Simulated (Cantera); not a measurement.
Feed: 1 mol Cu2O, 0.84 mol CO, held at 1950 K.

Equilibrium computed with Cantera from the NASA thermochemical tables; the gas is ideal and each condensed phase is pure. Candidate condensed phases: C, Cu, CuO, Cu2O; 15 gas species. Each liquid is taken as pure. Mutual solubility and eutectic melting of coexisting phases are not modelled. Kinetics and transport are ignored.

**Question.** Which condensed phases are stable at each of these points (P (Pa)): 10, 36, 130, 460, 1700, 6000, 22000, 77000, 280000, 1000000?

**Answer.** 
```
P (Pa)   condensed phases  Cu condensed (%)
-------  ----------------  ----------------
10               gas only               0.0
36               gas only               0.0
130              gas only               0.0
460                 Cu(l)              33.5
1700                Cu(l)              91.2
6000                Cu(l)              97.8
22000     Cu(l) + Cu2O(l)              99.4
77000     Cu(l) + Cu2O(l)              99.8
280000    Cu(l) + Cu2O(l)             100.0
1000000   Cu(l) + Cu2O(l)             100.0
```

From 10.0 Pa to 130 Pa nothing is condensed. From 460 Pa to 6000 Pa the condensed part is Cu(l). From 22000 Pa to 1000000 Pa the condensed part is Cu(l) + Cu2O(l).
